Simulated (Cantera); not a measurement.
# Gas activation for diamond growth

An isothermal, constant-pressure homogeneous reactor starts with CH₄ : H₂ : CO₂ = 0.0026 : 1 : 0.0024 (molar parts), at 3000 K and 2300 Pa.

Cantera simulation using GRI-Mech 3.0 (53 species, 325 reactions); the numbers are that mechanism's predictions, not measurements. Radical loss at walls, strong at low pressure, is not modelled.

```json
[
 {"t (s)": "3.00e-6", "x CH₄": "0.00252", "x H₂": "0.995", "x CO₂": "0.00239", "x HO₂": "<1e-12", "x H₂O₂": "<1e-12", "x CO": "1.84e-7"},
 {"t (s)": "1.96e-5", "x CH₄": "0.00243", "x H₂": "0.994", "x CO₂": "0.00238", "x HO₂": "<1e-12", "x H₂O₂": "<1e-12", "x CO": "6.33e-6"},
 {"t (s)": "0.000128", "x CH₄": "0.00217", "x H₂": "0.986", "x CO₂": "0.00212", "x HO₂": "2.81e-12", "x H₂O₂": "<1e-12", "x CO": "0.000255"},
 {"t (s)": "0.000838", "x CH₄": "0.00111", "x H₂": "0.948", "x CO₂": "3.80e-5", "x HO₂": "4.71e-12", "x H₂O₂": "<1e-12", "x CO": "0.00231"},
 {"t (s)": "0.00548", "x CH₄": "4.29e-5", "x H₂": "0.869", "x CO₂": "7.03e-7", "x HO₂": "1.05e-11", "x H₂O₂": "<1e-12", "x CO": "0.00270"},
 {"t (s)": "0.0358", "x CH₄": "4.36e-7", "x H₂": "0.648", "x CO₂": "5.55e-8", "x HO₂": "<1e-12", "x H₂O₂": "<1e-12", "x CO": "0.00384"},
 {"t (s)": "0.234", "x CH₄": "8.78e-9", "x H₂": "0.380", "x CO₂": "9.37e-12", "x HO₂": "<1e-12", "x H₂O₂": "<1e-12", "x CO": "0.00329"},
 {"t (s)": "1.53", "x CH₄": "7.56e-9", "x H₂": "0.364", "x CO₂": "8.89e-12", "x HO₂": "<1e-12", "x H₂O₂": "<1e-12", "x CO": "0.00325"},
 {"t (s)": "10.0", "x CH₄": "7.56e-9", "x H₂": "0.364", "x CO₂": "8.89e-12", "x HO₂": "<1e-12", "x H₂O₂": "<1e-12", "x CO": "0.00325"}
]
```
x: mole fraction; the columns are a selection and need not sum to one.

Equilibrium at this temperature and pressure: CH₄ 7.57e-9, H₂ 0.364, CO₂ 8.91e-12, HO₂ <1e-12, H₂O₂ <1e-12, CO 0.00325 (gas phase only).
